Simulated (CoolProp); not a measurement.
Properties of n-decane at several states.

The numbers come from the reference Helmholtz-energy equation of state, Lemmon 2006 in CoolProp. It is a short technical equation, of lower accuracy than the large ones.

| T (K) | p (bar) | phase | Z | cv (kJ/(kg K)) | Joule-Thomson coefficient (K/MPa) | expansivity (1/kK) | viscosity (µPa s) | conductivity (mW/(m K)) |
|---|---|---|---|---|---|---|---|---|
| 377.3 | 25.6 | liquid | 0.1740 | 2.094 | -0.3310 | 1.184 | 362 | 111 |
| 271.2 | 1.03 | liquid | 0.008695 | 1.671 | -0.4571 | 1.045 | 1320 | 137 |
| 517.3 | 0.333 | gas | 0.9887 | 2.515 | 15.50 | 2.019 | 8.94 | 29.0 |

Viscosity comes from a separate model (Huber 2004). Thermal conductivity comes from a separate model (Huber 2005).
